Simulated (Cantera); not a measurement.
Input: 1 mol PbO, 66 mol H₂.

These are equilibrium values from Cantera (NASA tables, ideal gas, pure condensed phases), not measurements of a reactor. Candidate condensed phases: H₂O, Pb, PbO, PbO₂, Pb₃O₄; 12 gas species. Kinetics and transport are ignored.

Q: What condenses at these points (T in °C, P in Pa): (852, 52); (652, 7200); (702, 52); (652, 37000); (702, 1000000)?

A: 
```tsv
T (°C)	P in Pa	condensed phases	Pb condensed (%)
852	52	gas only	0.0
652	7200	Pb	99.8
702	52	gas only	0.0
652	37000	Pb	100.0
702	1000000	Pb	100.0
```
